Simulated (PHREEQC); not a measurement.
NaOH is added in steps, without added water, to 1 kg of water holding 0.0022 mol KHCO3 and 0.063 mol Na2CO3, at 20 °C. Oxygen alone is held at its pressure in air (log pO2 = -0.68). CO2 from the air is kept out. Nothing may precipitate in this run.

Base run: PHREEQC, ion-association model, wateq4f.dat. Each further column changes one thing. The table gives pH.

```csv
NaOH added (mol),base,0.0021 mol/kgw KCl added,diluted 100-fold with water,solids may form
0,11.12,11.12,[?],11.12
0.0021,11.34,11.33,[?],11.34
0.0049,11.61,11.61,11.82,11.61
0.007,11.78,11.78,11.97,11.78
0.0091,11.91,11.90,[?],11.91
0.0119,12.04,12.04,12.19,12.04
0.014,12.12,12.11,[?],12.12
```

Task: Fill in the missing entries.

Result: 
- 0, diluted 100-fold with water: 10.51
- 0.0021, diluted 100-fold with water: 11.46
- 0.0091, diluted 100-fold with water: 12.08
- 0.014, diluted 100-fold with water: 12.26

 Solids allowed in the column 'solids may form': Nahcolite, Natron.
